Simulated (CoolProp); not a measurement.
Nitrogen at 681.65 K and 0.124 MPa flows at 0.14 m/s in a round tube of 1 mm bore and 0.25 µm roughness, fully developed (64/Re and Nu = 3.66 if laminar; Colebrook and Gnielinski if turbulent). Each further row changes one setting.

Values from CoolProp's reference Helmholtz-energy equation of state, Span 2000.

```
case               Reynolds number  Darcy friction factor  pressure drop (Pa/m)  heat-transfer coefficient (W/(m² K))  mass flow (kg/h)
-----------------  ---------------  ---------------------  --------------------  ------------------------------------  ----------------
as stated                        …                      …                   144                                   181                 …
velocity 0.28 m/s             5.32                   12.0                     …                                   181                 …
diameter 2 mm                 5.32                   12.0                  36.1                                     …          0.000970
```

Q: What belongs in the gaps?

A: 
- as stated, Reynolds number: 2.66
- as stated, Darcy friction factor: 24.1
- as stated, mass flow (kg/h): 0.000242
- velocity 0.28 m/s, pressure drop (Pa/m): 289
- velocity 0.28 m/s, mass flow (kg/h): 0.000485
- diameter 2 mm, heat-transfer coefficient (W/(m² K)): 90.3

Viscosity comes from a separate model (Lemmon 2004). Thermal conductivity comes from a separate model (Lemmon 2004).
